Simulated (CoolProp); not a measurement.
The numbers come from the reference Helmholtz-energy equation of state, Gao 2022 in CoolProp.

**Question.** For n-perfluorohexane, give the phase and the density (kg/m³), cv (kJ/(kg K)), Joule-Thomson coefficient (K/MPa), isothermal compressibility (1/MPa) at 290 K and 9080 kPa; 303.4 K and 9080 kPa; 316.7 K and 9080 kPa.

**Answer.** 
- 290 K and 9080 kPa: liquid; density 1730, cv 0.841, Joule-Thomson coefficient -0.321, isothermal compressibility 0.00201
- 303.4 K and 9080 kPa: liquid; density 1700, cv 0.860, Joule-Thomson coefficient -0.304, isothermal compressibility 0.00227
- 316.7 K and 9080 kPa: liquid; density 1670, cv 0.878, Joule-Thomson coefficient -0.284, isothermal compressibility 0.00258
